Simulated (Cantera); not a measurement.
Reactions in the system F-H-N

Source: NASA polynomial tables (part measured, part estimated), evaluated in Cantera. Values are per mole of reaction as written; species without (g) are pure solids or liquids, kept so even where they would boil at 1 bar.

3 F(g) + NH₃(g) → NF₃(g) + 3 H(g)

| T (K) | ΔH° (kJ) | ΔS° (J/K) | ΔG° (kJ) | log10 K |
|---|---|---|---|---|
| 300 | 330.1 | -64.0 | 349.3 | -60.81 |
| 1073 | 347.2 | -36.9 | 386.8 | -18.83 |
| 1173 | 349.3 | -35.1 | 390.4 | -17.39 |
| 1273 | 351.3 | -33.4 | 393.9 | -16.16 |
| 1373 | 353.2 | -32.0 | 397.1 | -15.11 |
| 1473 | 355.0 | -30.7 | 400.3 | -14.19 |
| 1573 | 356.7 | -29.6 | 403.3 | -13.39 |
| 1673 | 358.4 | -28.6 | 406.2 | -12.68 |
| 1773 | 359.9 | -27.7 | 409.0 | -12.05 |
| 1873 | 361.4 | -26.9 | 411.7 | -11.48 |

3 H₂(g) + 2 NF₃(g) → 6 HF(g) + N₂(g)

```json
[
 {"T (K)": "300", "ΔH° (kJ)": "-1371.9", "ΔS° (J/K)": "320.7", "ΔG° (kJ)": "-1468.1", "log10 K": "255.61"},
 {"T (K)": "1073", "ΔH° (kJ)": "-1392.0", "ΔS° (J/K)": "293.7", "ΔG° (kJ)": "-1707.1", "log10 K": "83.10"},
 {"T (K)": "1173", "ΔH° (kJ)": "-1395.7", "ΔS° (J/K)": "290.4", "ΔG° (kJ)": "-1736.3", "log10 K": "77.32"},
 {"T (K)": "1273", "ΔH° (kJ)": "-1399.4", "ΔS° (J/K)": "287.4", "ΔG° (kJ)": "-1765.2", "log10 K": "72.43"},
 {"T (K)": "1373", "ΔH° (kJ)": "-1403.1", "ΔS° (J/K)": "284.6", "ΔG° (kJ)": "-1793.8", "log10 K": "68.24"},
 {"T (K)": "1473", "ΔH° (kJ)": "-1406.8", "ΔS° (J/K)": "282.0", "ΔG° (kJ)": "-1822.2", "log10 K": "64.61"},
 {"T (K)": "1573", "ΔH° (kJ)": "-1410.4", "ΔS° (J/K)": "279.6", "ΔG° (kJ)": "-1850.2", "log10 K": "61.44"},
 {"T (K)": "1673", "ΔH° (kJ)": "-1414.0", "ΔS° (J/K)": "277.4", "ΔG° (kJ)": "-1878.1", "log10 K": "58.64"},
 {"T (K)": "1773", "ΔH° (kJ)": "-1417.6", "ΔS° (J/K)": "275.3", "ΔG° (kJ)": "-1905.7", "log10 K": "56.14"},
 {"T (K)": "1873", "ΔH° (kJ)": "-1421.2", "ΔS° (J/K)": "273.4", "ΔG° (kJ)": "-1933.2", "log10 K": "53.91"}
]
```

3 F(g) + NH₃(g) → 3 HF(g) + N(g)

```json
[
 {"T (K)": "300", "ΔH° (kJ)": "-537.2", "ΔS° (J/K)": "5.6", "ΔG° (kJ)": "-538.9", "log10 K": "93.83"},
 {"T (K)": "1073", "ΔH° (kJ)": "-539.9", "ΔS° (J/K)": "3.2", "ΔG° (kJ)": "-543.3", "log10 K": "26.45"},
 {"T (K)": "1173", "ΔH° (kJ)": "-540.8", "ΔS° (J/K)": "2.3", "ΔG° (kJ)": "-543.5", "log10 K": "24.20"},
 {"T (K)": "1273", "ΔH° (kJ)": "-541.9", "ΔS° (J/K)": "1.5", "ΔG° (kJ)": "-543.7", "log10 K": "22.31"},
 {"T (K)": "1373", "ΔH° (kJ)": "-542.9", "ΔS° (J/K)": "0.7", "ΔG° (kJ)": "-543.8", "log10 K": "20.69"},
 {"T (K)": "1473", "ΔH° (kJ)": "-544.0", "ΔS° (J/K)": "-0.1", "ΔG° (kJ)": "-543.9", "log10 K": "19.29"},
 {"T (K)": "1573", "ΔH° (kJ)": "-545.2", "ΔS° (J/K)": "-0.9", "ΔG° (kJ)": "-543.8", "log10 K": "18.06"},
 {"T (K)": "1673", "ΔH° (kJ)": "-546.3", "ΔS° (J/K)": "-1.6", "ΔG° (kJ)": "-543.7", "log10 K": "16.97"},
 {"T (K)": "1773", "ΔH° (kJ)": "-547.5", "ΔS° (J/K)": "-2.3", "ΔG° (kJ)": "-543.5", "log10 K": "16.01"},
 {"T (K)": "1873", "ΔH° (kJ)": "-548.7", "ΔS° (J/K)": "-2.9", "ΔG° (kJ)": "-543.2", "log10 K": "15.15"}
]
```

3 F₂(g) + N₂(g) → 2 NF₃(g)

| T (K) | ΔH° (kJ) | ΔS° (J/K) | ΔG° (kJ) | log10 K |
|---|---|---|---|---|
| 300 | -263.4 | -278.5 | -179.9 | 31.32 |
| 1073 | -256.9 | -271.9 | 34.8 | -1.69 |
| 1173 | -255.2 | -270.4 | 61.9 | -2.76 |
| 1273 | -253.5 | -269.0 | 88.9 | -3.65 |
| 1373 | -251.8 | -267.6 | 115.7 | -4.40 |
| 1473 | -250.0 | -266.4 | 142.4 | -5.05 |
| 1573 | -248.2 | -265.2 | 169.0 | -5.61 |
| 1673 | -246.4 | -264.1 | 195.5 | -6.10 |
| 1773 | -244.5 | -263.0 | 221.8 | -6.54 |
| 1873 | -242.7 | -262.0 | 248.1 | -6.92 |
